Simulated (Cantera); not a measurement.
An isothermal, constant-pressure homogeneous reactor starts with N2O : O2 = 1 : 0.39 (molar parts), at 1125 K and 0.158 atm. Integrator tolerance rtol = 1e-08.

Cantera simulation using GRI-Mech 3.0 (53 species, 325 reactions); the numbers are that mechanism's predictions, not measurements. GRI-Mech 3.0 was tuned for natural gas; its chemistry of N2O as a main component is partial and can be far from experiment. The mechanism lacks the step 2 NO + O2 → 2 NO2, which can matter for NO2 below about 1400 K. The temperature is held fixed by assumption; the heat of reaction is taken as removed at once.

What does this change do: O2 0.39 to 3.4 parts?


```json
[
 {"quantity": "x(N2O) at 30.0 s", "before": "0.328 (gas-phase equilibrium 3.16e-9)", "after": "0.115 (gas-phase equilibrium 1.59e-9)"},
 {"quantity": "x(O2) at 30.0 s", "before": "0.373 (gas-phase equilibrium 0.471)", "after": "0.780 (gas-phase equilibrium 0.796)"},
 {"quantity": "x(NO2) at 30.0 s", "before": "4.88e-5 (gas-phase equilibrium 1.94e-6)", "after": "1.87e-5 (gas-phase equilibrium 2.04e-6)"},
 {"quantity": "x(O) at 30.0 s", "before": "4.73e-7 (gas-phase equilibrium 7.97e-9)", "after": "4.73e-7 (gas-phase equilibrium 1.04e-8)"},
 {"quantity": "x(NO) at 30.0 s", "before": "0.0216 (gas-phase equilibrium 0.000131)", "after": "0.00756 (gas-phase equilibrium 0.000106)"},
 {"quantity": "x(N2) at 30.0 s", "before": "0.277 (gas-phase equilibrium 0.529)", "after": "0.0970 (gas-phase equilibrium 0.204)"}
]
```

What does this change do: pressure from 0.158 atm to 0.0132 atm?


```
quantity                                           before                                     after
----------------  ---------------------------------------  ----------------------------------------
x(N2O) at 30.0 s    0.328 (gas-phase equilibrium 3.16e-9)    0.669 (gas-phase equilibrium 9.13e-10)
x(O2) at 30.0 s       0.373 (gas-phase equilibrium 0.471)       0.293 (gas-phase equilibrium 0.471)
x(NO2) at 30.0 s  4.88e-5 (gas-phase equilibrium 1.94e-6)   7.99e-7 (gas-phase equilibrium 5.61e-7)
x(O) at 30.0 s    4.73e-7 (gas-phase equilibrium 7.97e-9)   5.24e-7 (gas-phase equilibrium 2.76e-8)
x(NO) at 30.0 s   0.0216 (gas-phase equilibrium 0.000131)  0.00285 (gas-phase equilibrium 0.000131)
x(N2) at 30.0 s       0.277 (gas-phase equilibrium 0.529)      0.0357 (gas-phase equilibrium 0.529)
```
Radical loss at walls, strong at low pressure, is not modelled.
